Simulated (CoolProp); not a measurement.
Vapour-liquid equilibrium of R22 (1) + methanol (2) at 0.404 MPa; x and y are mole fractions of (1).

Computed with CoolProp (multi-fluid Helmholtz-energy mixture model, Kamei 1995 and de Reuck 1993; pair parameters Bell 2016).

```
x     bubble temperature, mixture model (°C)  bubble temperature, Raoult's law (°C)  y, mixture model  y, Raoult's law
----  --------------------------------------  -------------------------------------  ----------------  ---------------
0.05                                    78.7                                   84.7             0.575            0.497
0.2                                      [?]                                   47.2             0.937            0.902
0.35                                    18.1                                   27.6               [?]            0.969
0.5                                      9.4                                   15.4             0.987            0.987
0.65                                     [?]                                    6.8               [?]            0.995
0.8                                     -0.5                                    0.4             0.996            0.998
0.95                                     [?]                                   -4.8             0.999            1.000
```

Task: What belongs in the gaps?

Result: 
- 0.2, bubble temperature, mixture model (°C): 34.7
- 0.35, y, mixture model: 0.976
- 0.65, bubble temperature, mixture model (°C): 3.9
- 0.65, y, mixture model: 0.992
- 0.95, bubble temperature, mixture model (°C): -4.7

The largest gap from Raoult's law is -12.5 K in bubble temperature, at x = 0.2. No azeotrope shows between x = 0.05 and 0.95.

Pair parameters are fitted to limited data, so mixtures are less certain than the pure fluids.
